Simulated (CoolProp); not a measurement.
A Linde-Hampson liquefier for ethylene: isothermal reversible compression at 320 K from 1 atm to 40 MPa, throttling to 1 atm, return gas leaving the recuperator 5 K below the feed. Each further row changes one setting.

Values from CoolProp's reference Helmholtz-energy equation of state, Smukala 2000.

```csv
case,liquid yield per pass,compression work (kJ/kg of gas)
as stated,0.421,468
as stated,0.421,468
high pressure 80 MPa,0.377,554
warm-end temperature 350 K,0.355,539
warm-end gap 10 K,0.414,468
high pressure 80 MPa,0.377,554
warm-end temperature 350 K,0.355,539
warm-end gap 10 K,0.414,468
```
